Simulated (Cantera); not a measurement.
Charge: 1 mol SiCl4, 0.81 mol Cl2, a varied amount of H2, 0.81 mol HCl, held at 1198 K and 293 Torr.

These are equilibrium values from Cantera (NASA tables, ideal gas, pure condensed phases), not measurements of a reactor. Candidate condensed phases: Si; 19 gas species. The numbers say what is thermodynamically allowed, not how fast it happens.

Question: At 0.4 mol H2, list the 4 most abundant gas species with their mole fractions, and the condensed phases.

Answer: HCl 0.532, SiCl4 0.331, Cl2 0.134, Cl 0.00272. Condensed: gas only.
